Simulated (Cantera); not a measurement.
Input: 1 mol Si, 7.1 mol Cl2, 4.5 mol N2, held at 1252 °C and 1.00 bar.

Equilibrium computed with Cantera from the NASA thermochemical tables; the gas is ideal and each condensed phase is pure. Candidate condensed phases: Si, Si3N4; 13 gas species. Equilibrium is a limit: real reactors are often held back by kinetics, nucleation or transport.

Base state: Cl2 0.447, N2 0.415, SiCl4 0.0922, Cl 0.0461 (mole fractions); condensed: gas only.

### Question
What changes in the equilibrium state with this change: pressure from 1.00 bar to 0.00180 bar?

### Answer
```csv
species,before,after
Cl,0.0461,0.514
N2,0.415,0.315
Cl2,0.447,0.100
SiCl4,0.0922,0.0698
SiCl3,6.01e-6,0.000227
```
The tables' values for SiCl3 are old estimates; treat these amounts as uncertain.
